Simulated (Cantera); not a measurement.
Feed: 1 mol SiH4, 0.054 mol C3H8, 3.2 mol H2, at 2200 K and 1.33 mbar.

These are equilibrium values from Cantera (NASA tables, ideal gas, pure condensed phases), not measurements of a reactor. Candidate condensed phases: C, C6H6, C7H8, C8H18, Si, SiC; 87 gas species. Gases not in the tables: Si2H6 and higher silanes. Kinetics and transport are ignored.

Base state: H2 0.741, H 0.133, Si 0.116, Si2C 0.00680, SiH 0.00161, Si2 0.000777, SiC2 0.000731, C2H2 (acetylene) 0.000125 (mole fractions); condensed: SiC(s).

Task: What changes in the equilibrium state with this change: C3H8 from 0.054 to 0.44 mol?

Result: 
```csv
species,before,after
H2,0.741,0.823
H,0.133,0.140
Si,0.116,0.0297
Si3,6.36e-5,1.07e-6
C2H2 (acetylene),0.000125,0.00211
C2H,7.74e-7,1.24e-5
Si2,0.000777,5.10e-5
Si2C,0.00680,0.00174
"SiC(s), mol",0.105,0.716
"C(graphite), mol",0,0.513
```
